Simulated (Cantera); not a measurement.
# Ammonia decomposition in nitride growth gas

A perfectly stirred reactor is fed with 82.0 % NH₃, 18.0 % N₂, at 2670 Pa; it is held at 1625 K, and followed from long to short residence time.

Model: the gas-phase N/H chemistry of the illustrative SiF4/NH3 mechanism in the Surface Chemkin manual (1991), integrated in Cantera. Walls and surfaces, which speed up NH3 decomposition in real reactors, are not modelled.

```csv
τ (s),x NH₃,x N₂H₂,x N,x H₂,x NH,x H,x N₂
4.6,0.733,1.90e-6,2.40e-8,0.0709,9.63e-7,7.23e-6,0.195
1.1,0.797,2.15e-6,7.98e-9,0.0181,7.66e-7,1.89e-6,0.184
0.27,0.815,1.94e-6,1.74e-9,0.00401,5.78e-7,4.39e-7,0.181
0.065,0.819,1.01e-6,2.27e-10,0.000546,3.34e-7,6.93e-8,0.180
0.016,0.820,1.09e-7,1.58e-11,3.55e-5,5.57e-8,1.05e-8,0.180
0.0038,0.820,5.45e-9,1.24e-12,5.76e-6,3.65e-9,7.25e-9,0.180
0.00091,0.820,2.27e-10,<1e-12,1.34e-6,1.70e-10,7.08e-9,0.180
```
x: mole fraction; the columns are a selection and need not sum to one.
